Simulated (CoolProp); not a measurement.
Properties of hexamethyldisiloxane (MM) along the isobar 1.98 MPa (Tc = 518.7 K, pc = 1.931 MPa, ω = 0.418).

Values from CoolProp's reference Helmholtz-energy equation of state, Thol 2016.

```json
[
 {"T (K)": "354", "phase": "liquid", "Z": "0.1554", "speed of sound (m/s)": "707.4", "Joule-Thomson coefficient (K/MPa)": "-0.3048", "expansivity (1/kK)": "1.586"},
 {"T (K)": "370.6", "phase": "liquid", "Z": "0.1525", "speed of sound (m/s)": "654.3", "Joule-Thomson coefficient (K/MPa)": "-0.2613", "expansivity (1/kK)": "1.688"},
 {"T (K)": "387.1", "phase": "liquid", "Z": "0.1503", "speed of sound (m/s)": "601.8", "Joule-Thomson coefficient (K/MPa)": "-0.2094", "expansivity (1/kK)": "1.812"},
 {"T (K)": "403.6", "phase": "liquid", "Z": "0.1487", "speed of sound (m/s)": "549.4", "Joule-Thomson coefficient (K/MPa)": "-0.1452", "expansivity (1/kK)": "1.969"},
 {"T (K)": "420.2", "phase": "liquid", "Z": "0.1478", "speed of sound (m/s)": "496.3", "Joule-Thomson coefficient (K/MPa)": "-0.06229", "expansivity (1/kK)": "2.172"},
 {"T (K)": "436.7", "phase": "liquid", "Z": "0.1477", "speed of sound (m/s)": "442.7", "Joule-Thomson coefficient (K/MPa)": "0.04867", "expansivity (1/kK)": "2.444"},
 {"T (K)": "453.2", "phase": "liquid", "Z": "0.1486", "speed of sound (m/s)": "387.6", "Joule-Thomson coefficient (K/MPa)": "0.2076", "expansivity (1/kK)": "2.831"},
 {"T (K)": "469.8", "phase": "liquid", "Z": "0.1510", "speed of sound (m/s)": "329.4", "Joule-Thomson coefficient (K/MPa)": "0.4591", "expansivity (1/kK)": "3.437"},
 {"T (K)": "486.3", "phase": "liquid", "Z": "0.1556", "speed of sound (m/s)": "266.4", "Joule-Thomson coefficient (K/MPa)": "0.9174", "expansivity (1/kK)": "4.536"},
 {"T (K)": "502.8", "phase": "liquid", "Z": "0.1653", "speed of sound (m/s)": "192.5", "Joule-Thomson coefficient (K/MPa)": "2.076", "expansivity (1/kK)": "7.394"},
 {"T (K)": "535.9", "phase": "supercritical", "Z": "0.5597", "speed of sound (m/s)": "95.29", "Joule-Thomson coefficient (K/MPa)": "17.57", "expansivity (1/kK)": "13.79"}
]
```
